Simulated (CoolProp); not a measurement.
Hexamethyldisiloxane (MM) at several states: density (kg/m³) from the reference equation and from simpler models built on Tc = 245.6 °C, pc = 1.931 MPa, ω = 0.418; each cubic takes its own stable root.

Model: reference Helmholtz-energy equation of state, Thol 2016, in CoolProp.

```csv
T (°C),p (MPa),phase,reference,van der Waals,Redlich-Kwong
237.05,4.26,liquid,498.8,(withheld),442.3
75.25,0.079,liquid,704.6,(withheld),(withheld)
328.95,0.224,gas,7.447,7.446,7.458
124.75,0.0283,gas,1.408,1.400,1.404
```

### Question
Complete the blanks.

### Answer

- 237.05, van der Waals: 353.1
- 75.25, van der Waals: 4.573
- 75.25, Redlich-Kwong: 4.630

At some of these states van der Waals, Redlich-Kwong gives the other phase, because its saturation line lies elsewhere.
